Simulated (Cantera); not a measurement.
**Low-pressure radical oxidation in H2/O2**

An isothermal, constant-pressure homogeneous reactor starts with H2 : O2 : N2 : H2O = 0.012 : 1 : 0.8 : 0.052 (molar parts), equivalence ratio 0.0060, at 1050 K and 0.825 Torr.

Cantera simulation using the H2/O2 subset of GRI-Mech 3.0, which has no nitrogen chemistry; the numbers are that mechanism's predictions, not measurements. Radical loss at walls, strong at low pressure, is not modelled.

```json
[
 {"t (s)": "0.000800", "x H2": "0.00644", "x O2": "0.536", "x H2O2": "<1e-12", "x OH": "1.43e-12", "x O": "1.37e-12", "x H2O": "0.0279"},
 {"t (s)": "0.00165", "x H2": "0.00644", "x O2": "0.536", "x H2O2": "<1e-12", "x OH": "5.15e-12", "x O": "5.19e-12", "x H2O": "0.0279"},
 {"t (s)": "0.00341", "x H2": "0.00644", "x O2": "0.536", "x H2O2": "<1e-12", "x OH": "1.69e-11", "x O": "1.81e-11", "x H2O": "0.0279"},
 {"t (s)": "0.00706", "x H2": "0.00644", "x O2": "0.536", "x H2O2": "<1e-12", "x OH": "4.96e-11", "x O": "5.82e-11", "x H2O": "0.0279"},
 {"t (s)": "0.0146", "x H2": "0.00644", "x O2": "0.536", "x H2O2": "<1e-12", "x OH": "1.43e-10", "x O": "1.92e-10", "x H2O": "0.0279"},
 {"t (s)": "0.0301", "x H2": "0.00644", "x O2": "0.536", "x H2O2": "<1e-12", "x OH": "5.26e-10", "x O": "8.07e-10", "x H2O": "0.0279"},
 {"t (s)": "0.0622", "x H2": "0.00644", "x O2": "0.536", "x H2O2": "<1e-12", "x OH": "4.34e-9", "x O": "7.11e-9", "x H2O": "0.0279"},
 {"t (s)": "0.129", "x H2": "0.00644", "x O2": "0.536", "x H2O2": "<1e-12", "x OH": "2.62e-7", "x O": "4.34e-7", "x H2O": "0.0279"},
 {"t (s)": "0.266", "x H2": "0.00471", "x O2": "0.535", "x H2O2": "3.98e-9", "x OH": "0.000511", "x O": "0.00106", "x H2O": "0.0292"},
 {"t (s)": "0.549", "x H2": "0.000157", "x O2": "0.531", "x H2O2": "4.72e-9", "x OH": "0.000642", "x O": "0.00437", "x H2O": "0.0334"},
 {"t (s)": "1.13", "x H2": "0.000141", "x O2": "0.532", "x H2O2": "4.68e-9", "x OH": "0.000615", "x O": "0.00405", "x H2O": "0.0335"},
 {"t (s)": "2.34", "x H2": "0.000121", "x O2": "0.532", "x H2O2": "4.70e-9", "x OH": "0.000571", "x O": "0.00347", "x H2O": "0.0336"},
 {"t (s)": "4.84", "x H2": "9.10e-5", "x O2": "0.533", "x H2O2": "4.71e-9", "x OH": "0.000494", "x O": "0.00259", "x H2O": "0.0338"},
 {"t (s)": "10.0", "x H2": "5.46e-5", "x O2": "0.534", "x H2O2": "4.61e-9", "x OH": "0.000383", "x O": "0.00155", "x H2O": "0.0341"}
]
```
x: mole fraction; the columns are a selection and need not sum to one.

Equilibrium at this temperature and pressure: H2 5.17e-10, O2 0.535, H2O2 4.33e-12, OH 1.19e-6, O 1.48e-8, H2O 0.0344 (gas phase only).
